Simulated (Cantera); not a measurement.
Standard-state values (1 bar) from the NASA 1993 polynomials, evaluated with Cantera. Values are per mole of reaction as written; species without (g) are pure solids or liquids, kept so even where they would boil at 1 bar.

4 FeCl2 + CCl4(g) ⇌ C + 2 Fe2Cl6(g)

```
T (K)    ΔH° (kJ)   ΔS° (J/K)    ΔG° (kJ)     log10 K       condensed phases
-----  ----------  ----------  ----------  ----------  ---------------------
300    (withheld)  (withheld)  (withheld)  (withheld)  FeCl2(s), C(graphite)
898         122.6       242.5       -95.2        5.54  FeCl2(s), C(graphite)
948    (withheld)  (withheld)  (withheld)  (withheld)  FeCl2(s), C(graphite)
998         -58.9        51.5      -110.3        5.77  FeCl2(l), C(graphite)
1048        -65.3        45.2      -112.7        5.62  FeCl2(l), C(graphite)
1098        -71.7        39.3      -114.8        5.46  FeCl2(l), C(graphite)
```

**Question.** Complete the blanks.

**Answer.** 
- 300, ΔH° (kJ): 154.3
- 300, ΔS° (J/K): 297.5
- 300, ΔG° (kJ): 65.1
- 300, log10 K: -11.33
- 948, ΔH° (kJ): 119.4
- 948, ΔS° (J/K): 239.0
- 948, ΔG° (kJ): -107.2
- 948, log10 K: 5.91
